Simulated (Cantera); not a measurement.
A Cantera script and what it prints.

```python
import numpy as np
import cantera as ct

gas_names = """
    NO2 N N2O O N2 NO O2
""".split()
cond_names = """

""".split()


def load(file, names, dense=False):
    # The tables refer to 1 bar. Condensed volumes are neglected.
    table = {s.name: s for s in ct.Species.list_from_file(file)}
    out = []
    for n in names:
        d = dict(table[n].input_data)
        d["thermo"] = dict(d["thermo"], **{"reference-pressure": 1e5})
        if dense:
            d["equation-of-state"] = {"model": "constant-volume", "density": "1e6 g/cm^3"}
        out.append(ct.Species.from_dict(d))
    return out


species = {s.name: s for s in load("nasa_gas.yaml", gas_names) + load("nasa_condensed.yaml", cond_names)}
# Each term lists the table entries of one substance; the one whose range holds T is used.
reactions = {
    'NO2(g) + 3 N(g) = 2 N2O(g)':
        [(-1, ['NO2']), (-3, ['N']), (2, ['N2O'])],
    '2 NO2(g) = 4 O(g) + N2(g)':
        [(-2, ['NO2']), (4, ['O']), (1, ['N2'])],
    '4 NO(g) = O2(g) + 2 N2O(g)':
        [(-4, ['NO']), (1, ['O2']), (2, ['N2O'])],
}


def pick(names, T):
    return next(species[n] for n in names if species[n].thermo.min_temp <= T <= species[n].thermo.max_temp)


results = []
for label, terms in reactions.items():
    print(label)
    print("     T/K   dH/kJ  dS/(J/K)   dG/kJ   log10 K")
    for T in [300, 2100, 2250, 2400, 2550, 2700]:
        used = [(nu, pick(names, T)) for nu, names in terms]
        dH = sum(nu * s.thermo.h(T) for nu, s in used) / 1e6
        dS = sum(nu * s.thermo.s(T) for nu, s in used) / 1e3
        dG = dH - T * dS / 1e3
        logK = -dG * 1e6 / (ct.gas_constant * T * np.log(10))
        results.append((label, T, dH, dS, dG, logK, [s.name for _, s in used]))
        print(f"{T:8g} {dH:8.1f} {dS:8.1f} {dG:8.1f} {logK:8.2f}")
```

It prints:

```
NO2(g) + 3 N(g) = 2 N2O(g)
     T/K   dH/kJ  dS/(J/K)   dG/kJ   log10 K
     300  -1289.1   -260.2  -1211.0   210.85
    2100  -1297.8   -276.8   -716.5    17.82
    2250  -1297.4   -276.6   -675.0    15.67
    2400  -1297.0   -276.5   -633.5    13.79
    2550  -1296.6   -276.3   -592.1    12.13
    2700  -1296.2   -276.1   -550.6    10.65
2 NO2(g) = 4 O(g) + N2(g)
     T/K   dH/kJ  dS/(J/K)   dG/kJ   log10 K
     300    928.4    355.8    821.7  -143.06
    2100    950.0    390.7    129.5    -3.22
    2250    950.3    390.8     70.9    -1.65
    2400    950.5    390.9     12.3    -0.27
    2550    950.6    391.0    -46.3     0.95
    2700    950.6    391.0   -105.0     2.03
4 NO(g) = O2(g) + 2 N2O(g)
     T/K   dH/kJ  dS/(J/K)   dG/kJ   log10 K
     300   -201.9   -197.9   -142.5    24.82
    2100   -186.7   -188.1    208.2    -5.18
    2250   -184.6   -187.1    236.3    -5.49
    2400   -182.5   -186.2    264.3    -5.75
    2550   -180.3   -185.3    292.2    -5.98
    2700   -178.0   -184.4    319.9    -6.19
```

Source: NASA polynomial tables (part measured, part estimated), evaluated in Cantera. Condensed species are held in their standard states even where they would react or evaporate.
